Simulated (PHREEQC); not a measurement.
Make-up at 25 °C: 0.055 mol/kgw FeCl3, 0.23 mol/kgw ZnCl2 and 0.093 mol/kgw H2SO4. Closed to the air; pH follows from the charge balance.

The numbers come from PHREEQC with the ion-association model, phreeqc.dat.

Each row changes one thing in this solution. Precipitation was switched off in this run.

```
case                                                pH  ionic strength (mol/kgw)  Cl- (mol/kgw)  HSO4- (mol/kgw)  SO4-2 (mol/kgw)
------------------------------------------------  ----  ------------------------  -------------  ---------------  ---------------
as made                                           0.97                     0.812          0.513           0.0355           0.0155
FeCl3 replaced by (CH3)4NCl at the same molality  0.98                     0.733          0.451           0.0475           0.0201
ZnCl2 left out                                    0.99                     0.266          0.156           0.0387           0.0108
diluted 100-fold with water                       2.73                    0.0106        0.00622          7.34e-5         0.000546
H2SO4 from 0.093 to 0.0093 mol/kgw                1.84                     0.737          0.491         0.000700          0.00212
0.016 mol/kgw NaCl added                          0.97                     0.826          0.526           0.0356           0.0157
diluted 10-fold with water                        1.85                    0.0946         0.0602          0.00170          0.00257
```

The ionic strength passes 0.7 mol/kgw, the rough limit of the ion-association models, in as made; FeCl3 replaced by (CH3)4NCl at the same molality; H2SO4 from 0.093 to 0.0093 mol/kgw; 0.016 mol/kgw NaCl added. Species that the database lacks are ignored. Some of these states are supersaturated (in Hematite (slow to form), Goethite (slow to form), for instance).
